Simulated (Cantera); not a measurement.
A closed system holds: 1 mol Si2H6, 2.5 mol O3, 3.6 mol H2, held at 8200 Pa.

Cantera equilibrium calculation (NASA polynomials, part measured and part estimated; ideal gas, pure solids and liquids). Candidate condensed phases: H2O, Si, SiO2; 18 gas species. The feed counts by its element totals alone. The tables hold silica as quartz up to 1696 K and as liquid above; real silica turns to tridymite and cristobalite and melts near 1996 K. Equilibrium is a limit: real reactors are often held back by kinetics, nucleation or transport.

log p: log10 of the partial pressure in bar; n: condensed amount in mol.

```json
[
 {"T (°C)": "325", "log p H2O": "-1.36", "log p H2": "-1.41", "log p H": "<-13", "log p OH": "<-13", "n SiO2(α-quartz)": "2.00", "n SiO2(β-quartz)": "0"},
 {"T (°C)": "425", "log p H2O": "-1.36", "log p H2": "-1.41", "log p H": "<-13", "log p OH": "<-13", "n SiO2(α-quartz)": "2.00", "n SiO2(β-quartz)": "0"},
 {"T (°C)": "525", "log p H2O": "-1.36", "log p H2": "-1.41", "log p H": "-12.28", "log p OH": "<-13", "n SiO2(α-quartz)": "2.00", "n SiO2(β-quartz)": "0"},
 {"T (°C)": "625", "log p H2O": "-1.36", "log p H2": "-1.41", "log p H": "-10.67", "log p OH": "<-13", "n SiO2(α-quartz)": "0", "n SiO2(β-quartz)": "2.00"},
 {"T (°C)": "725", "log p H2O": "-1.36", "log p H2": "-1.41", "log p H": "-9.37", "log p OH": "[?]", "n SiO2(α-quartz)": "0", "n SiO2(β-quartz)": "2.00"},
 {"T (°C)": "825", "log p H2O": "-1.36", "log p H2": "-1.41", "log p H": "-8.31", "log p OH": "[?]", "n SiO2(α-quartz)": "0", "n SiO2(β-quartz)": "2.00"},
 {"T (°C)": "925", "log p H2O": "-1.36", "log p H2": "-1.41", "log p H": "-7.43", "log p OH": "[?]", "n SiO2(α-quartz)": "0", "n SiO2(β-quartz)": "2.00"}
]
```

Problem. Complete the blanks.

Solution. 
- 725, log p OH: -11.98
- 825, log p OH: -10.62
- 925, log p OH: -9.48
